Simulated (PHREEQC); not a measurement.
Dissolve 0.0093 mol/kgw HF and 0.024 mol/kgw (NH4)2SiF6 at 40 °C. Closed to the air; pH follows from the charge balance.

Equilibrium calculation in PHREEQC: ion-association model, phreeqc.dat.

This is a speciation only: nothing precipitates in the calculation.

Estimate the pH.

pH 2.71.

In which forms is F present?

SiF6-2 94 %, HF 4.6 %, F- 1.5 % of the F.

Species that the database lacks are ignored. At this temperature some constants are extrapolated from 25 °C, and those without enthalpy data are left unchanged. SiF6-2 is the database's only silicon fluoride.
